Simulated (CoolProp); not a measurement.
Vapour-liquid equilibrium of dimethyl carbonate (1) + n-nonane (2) at 355.2 K; x and y are mole fractions of (1).

Values from CoolProp's multi-fluid Helmholtz-energy mixture model, Zhou 2011 and Lemmon 2006; pair parameters Bell 2016.

```tsv
x	bubble pressure, mixture model (kPa)	bubble pressure, Raoult's law (kPa)	y, mixture model	y, Raoult's law
0.05	21.70	13.92	0.533	0.280
0.125	36.21	18.97	0.738	0.513
0.2	47.60	24.01	___	0.648
0.275	55.95	29.06	___	0.737
0.35	61.71	34.11	0.870	0.799
0.425	65.50	39.15	0.883	0.845
0.5	67.93	44.20	___	0.881
0.575	69.56	49.25	___	0.909
0.65	___	54.29	0.902	0.932
0.725	72.06	59.34	0.909	0.951
0.8	73.48	64.38	0.919	0.967
0.875	75.15	69.43	0.936	0.981
0.95	76.90	74.48	0.967	0.993
```

Question: Complete the blanks.

Answer: 
- 0.2, y, mixture model: 0.812
- 0.275, y, mixture model: 0.849
- 0.5, y, mixture model: 0.891
- 0.575, y, mixture model: 0.897
- 0.65, bubble pressure, mixture model (kPa): 70.82

The largest gap from Raoult's law is +98.3 % in bubble pressure, at x = 0.2. No azeotrope shows between x = 0.05 and 0.95.

The pair parameters rest on a limited set of measurements; away from them the model extrapolates. With so large a gap from Raoult's law the liquid may split in two, which this calculation doesn't test in full.
